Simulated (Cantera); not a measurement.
**Calcination and drying: Mg(OH)2 + C + H2O + CO2**

Charge: 1 mol Mg(OH)2, 0.007 mol C, 2.9 mol H2O, 0.47 mol CO2, held at 0.0560 bar.

Method: chemical equilibrium by Gibbs-energy minimisation in Cantera with the NASA 1993 tables (ideal gas, pure condensed phases). Candidate condensed phases: C, C6H6, C7H8, C8H18, H2O, Mg, MgCO3, MgO, Mg(OH)2; 116 gas species. Kinetics and transport are ignored.

```
T (K)  x H2O   x CO2     x H2      x O2      x CO      x OH  n MgO(s)
-----  -----  ------  -------  --------  --------  --------  --------
573    0.888   0.109  0.00319    <1e-12   9.58e-6    <1e-12      1.00
773    0.888   0.109  0.00312    <1e-12   7.48e-5    <1e-12      1.00
973    0.888   0.109  0.00297    <1e-12  0.000226  1.33e-10      1.00
1173   0.888   0.109  0.00277  9.41e-11  0.000430   5.80e-8      1.00
1373   0.888   0.108  0.00256   1.89e-7  0.000642   4.41e-6      1.00
1573   0.888   0.108  0.00248   5.28e-5  0.000873  0.000111     1.000
1773   0.884   0.107  0.00433   0.00130   0.00194   0.00100     1.000
1973   0.870   0.102   0.0112   0.00592   0.00590   0.00445     1.000
2173   0.832  0.0910   0.0266    0.0161    0.0151    0.0139     0.999
```
x: gas mole fraction; n: condensed amount in mol.

From 573 K to 2173 K the condensed part is MgO(s).
